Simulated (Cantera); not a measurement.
Charge: 1 mol SiCl₄, 1.4 mol HCl, 360 mol H₂, at 1500 K and 42.0 Torr.

Cantera equilibrium calculation (NASA polynomials, part measured and part estimated; ideal gas, pure solids and liquids). Candidate condensed phases: Si; 19 gas species. Kinetics and transport are ignored.

Base state: H₂ 0.986, HCl 0.0136, SiCl₂ 0.000605, H 7.39e-5 (mole fractions); condensed: Si(s).

Problem. What changes in the equilibrium state with this change: temperature from 1500 K to 1050 K?

Solution. 
```json
[
 {"species": "H₂", "before": "0.986", "after": "0.988"},
 {"species": "HCl", "before": "0.0136", "after": "0.0101"},
 {"species": "SiHCl₃", "before": "9.42e-7", "after": "0.000572"},
 {"species": "SiCl₄", "before": "1.26e-7", "after": "0.000565"},
 {"species": "H", "before": "7.39e-5", "after": "3.41e-8"},
 {"species": "SiH₂Cl₂", "before": "1.12e-6", "after": "6.59e-5"},
 {"species": "SiCl₃", "before": "4.89e-6", "after": "7.79e-5"},
 {"species": "Si(s), mol", "before": "0.777", "after": "0.464"}
]
```
The tables' values for SiCl₃ are old estimates; treat these amounts as uncertain.
